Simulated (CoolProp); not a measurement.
A simple Rankine cycle with cyclopropane: condensing at 302.15 K, boiler at 3.81 MPa, turbine inlet 472 K, turbine efficiency 0.65, pump efficiency 0.6, no recuperator. Each further row changes one setting.

Model: reference Helmholtz-energy equation of state, Polt 1992, in CoolProp. This equation is an older, rougher fit; its heat capacities, sound speeds and derivatives of the liquid may be far off and weren't checked against measurements.

```csv
case,thermal efficiency (%),net work (kJ/kg),heat in (kJ/kg),turbine exit temperature (K),volume ratio over the turbine
as stated,10.4,70.3,674,418.5,…
condensing temperature 294.15 K,…,80.4,692,…,5.79
boiler pressure 2.67 MPa,8.5,58.4,691,432.6,3.25
turbine efficiency 0.55,8.6,58.2,674,424.5,4.79
```

Q: What belongs in the gaps?

A: 
- as stated, volume ratio over the turbine: 4.71
- condensing temperature 294.15 K, thermal efficiency (%): 11.6
- condensing temperature 294.15 K, turbine exit temperature (K): 412.1
